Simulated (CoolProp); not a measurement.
A closed Brayton cycle with nitrogen: compressor inlet 318.15 K and 4.6 MPa, high pressure 14.3 MPa, turbine inlet 815 K, compressor efficiency 0.8, turbine efficiency 0.9, recuperator effectiveness 0.95 (on enthalpy, no pinch check). Each further row changes one setting.

Values from CoolProp's reference Helmholtz-energy equation of state, Span 2000.

```
case                           thermal efficiency (%)  net work (kJ/kg)  compressor to turbine work  compressor exit (K)  turbine exit (K)
-----------------------------  ----------------------  ----------------  --------------------------  -------------------  ----------------
as stated                                        24.7              57.3                        0.74                471.6             621.3
turbine inlet 765 K                               [?]              43.6                         [?]                471.6             581.5
compressor inlet 328.15 K                         [?]              51.9                         [?]                  [?]             621.3
high pressure 12.2 MPa                           27.3              56.6                        0.71                447.0             645.5
recuperator effectiveness 0.5                    18.8              57.3                        0.74                471.6             621.3
```

Problem. Fill in the missing entries.

Solution. 
- turbine inlet 765 K, thermal efficiency (%): 20.2
- turbine inlet 765 K, compressor to turbine work: 0.79
- compressor inlet 328.15 K, thermal efficiency (%): 22.5
- compressor inlet 328.15 K, compressor to turbine work: 0.76
- compressor inlet 328.15 K, compressor exit (K): 486.2
